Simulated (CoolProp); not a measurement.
2000 sccm (0 °C, 1 atm) of nitrogen bubbles through liquid ethanol at 337.5 K and leaves saturated at a total pressure of 0.15 MPa (ideal gas phase). Each further row changes one setting.

Computed with CoolProp (reference Helmholtz-energy equation of state, Schroeder 2014).

```json
[
 {"case": "as stated", "vapour pressure (kPa)": "56.6", "mole fraction of vapour": "0.377", "delivery (mg/min)": "2490", "delivery (sccm)": "1210", "change of delivery for a bath 1 K warmer (%)": "7.3"},
 {"case": "bath temperature 342.5 K", "vapour pressure (kPa)": "70.1", "mole fraction of vapour": "0.467", "delivery (mg/min)": "3600", "delivery (sccm)": "1750", "change of delivery for a bath 1 K warmer (%)": "8.3"},
 {"case": "total pressure 0.3 MPa", "vapour pressure (kPa)": "56.6", "mole fraction of vapour": "0.189", "delivery (mg/min)": "956", "delivery (sccm)": "465", "change of delivery for a bath 1 K warmer (%)": "5.5"}
]
```
